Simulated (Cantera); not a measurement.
A perfectly stirred reactor is fed with NO : N₂ = 1 : 0.12 (molar parts), at 0.987 atm; it is held at 1800 K, and followed from long to short residence time.

Detailed kinetics in Cantera: GRI-Mech 3.0 (53 species, 325 reactions).

Task: What does this change do: temperature 1800 to 1925 K?

Result: 
```json
[
 {"quantity": "x(NO) at τ = 1.70 s", "before": "0.583", "after": "0.370"},
 {"quantity": "x(O) at τ = 1.70 s", "before": "4.96e-5", "after": "0.000192"},
 {"quantity": "x(O₂) at τ = 1.70 s", "before": "0.154", "after": "0.260"},
 {"quantity": "x(N₂O) at τ = 1.70 s", "before": "0.000136", "after": "5.68e-5"},
 {"quantity": "x(N₂) at τ = 1.70 s", "before": "0.262", "after": "0.368"},
 {"quantity": "x(NO) at τ = 63.0 ms", "before": "0.870", "after": "0.828"},
 {"quantity": "x(O) at τ = 63.0 ms", "before": "1.86e-5", "after": "8.04e-5"},
 {"quantity": "x(O₂) at τ = 63.0 ms", "before": "0.0110", "after": "0.0316"},
 {"quantity": "x(N₂O) at τ = 63.0 ms", "before": "0.000307", "after": "0.000300"},
 {"quantity": "x(N₂) at τ = 63.0 ms", "before": "0.118", "after": "0.139"}
]
```
